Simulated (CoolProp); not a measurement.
Values from CoolProp's reference Helmholtz-energy equation of state, Akasaka 2023.

Question: For R1336mzz(E), give the phase and the cp (kJ/(kg K)), cv (kJ/(kg K)) at 208.1 K and 466 kPa; 366.9 K and 88.3 kPa.

Answer: 
- 208.1 K and 466 kPa: liquid; cp 1.18, cv 0.842
- 366.9 K and 88.3 kPa: gas; cp 0.885, cv 0.830
